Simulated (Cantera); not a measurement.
## Premixed flame

A freely propagating, adiabatic, planar premixed flame of CH4 : H2 : O2 : N2 = 1 : 0.25 : 2.19 : 8.24 (molar parts), unburnt at 325 K and 3000 Torr; mixture-averaged transport, grid criteria slope 0.08 and curve 0.16, no radiation.

Detailed kinetics in Cantera: GRI-Mech 3.0 (53 species, 325 reactions). Burning velocities carry a grid error of a few per cent, more on coarse grids.

| z (mm) | T (K) | u (m/s) | x CH4 | x H2 | x O2 | x C2H2 | x C2H4 | x O |
|---|---|---|---|---|---|---|---|---|
| -0.471 | 325 | 0.277 | 0.0856 | 0.0212 | 0.188 | <1e-8 | <1e-8 | <1e-8 |
| -0.314 | 328 | 0.279 | 0.0855 | 0.0207 | 0.187 | 2.44e-8 | 1.92e-7 | <1e-8 |
| -0.236 | 340 | 0.290 | 0.0849 | 0.0200 | 0.187 | 1.78e-7 | 1.46e-6 | <1e-8 |
| -0.157 | 427 | 0.364 | 0.0804 | 0.0186 | 0.182 | 2.15e-6 | 1.87e-5 | <1e-8 |
| -0.0786 | 909 | 0.782 | 0.0546 | 0.0166 | 0.142 | 2.39e-5 | 0.000215 | 1.06e-6 |
| -0.0393 | 1357 | 1.17 | 0.0291 | 0.0156 | 0.0992 | 5.77e-5 | 0.000439 | 3.48e-5 |
| 0 | 1781 | 1.54 | 0.00561 | 0.0132 | 0.0514 | 9.77e-5 | 0.000235 | 0.000439 |
| 0.0393 | 1957 | 1.69 | 0.000191 | 0.00895 | 0.0273 | 9.06e-6 | 4.52e-6 | 0.00147 |
| 0.0786 | 2027 | 1.74 | 3.31e-6 | 0.00726 | 0.0205 | 1.37e-7 | 2.18e-8 | 0.00158 |
| 0.157 | 2105 | 1.80 | <1e-8 | 0.00588 | 0.0160 | <1e-8 | <1e-8 | 0.00112 |
| 0.314 | 2174 | 1.85 | <1e-8 | 0.00419 | 0.0127 | <1e-8 | <1e-8 | 0.000627 |
| 0.629 | 2221 | 1.88 | <1e-8 | 0.00277 | 0.0104 | <1e-8 | <1e-8 | 0.000339 |
| 1.26 | 2244 | 1.90 | <1e-8 | 0.00199 | 0.00915 | <1e-8 | <1e-8 | 0.000221 |
x: mole fraction of selected species; z is measured from the peak of heat release.

- laminar burning velocity = 27.7 cm/s
- thermal thickness = 0.157 mm
- peak x(C2H2) = 0.000102
- peak x(C2H4) = 0.000468
- peak x(O) = 0.00162
- grid points = 147
